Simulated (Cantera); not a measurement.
## Ignition delay

Mixture: C3H8 : O2 : N2 = 1 : 5.15 : 19.4 (molar parts), equivalence ratio 0.97, at 18.8 atm, adiabatic and at constant pressure. Ignition delay is the time to a rise of 400 K.

Computed with Cantera and GRI-Mech 3.0 (53 species, 325 reactions). GRI-Mech 3.0 was tuned for natural gas; its chemistry of propane as a main component is partial and can be far from experiment. The pressure lies above the range GRI-Mech 3.0 was tuned for (to about 10 atm).

| T0 (K) | delay (ms) |
|---|---|
| 1173 | 1.62 |
| 1223 | 0.695 |
| 1273 | 0.307 |
| 1323 | 0.141 |
| 1373 | 0.0681 |
| 1423 | 0.0349 |
| 1473 | 0.0190 |
| 1523 | 0.0110 |
| 1573 | 0.00677 |

```
Quantity                                                 Value
--------------------------------------------------  ----------
apparent activation energy between 1473 and 1573 K  200 kJ/mol
```
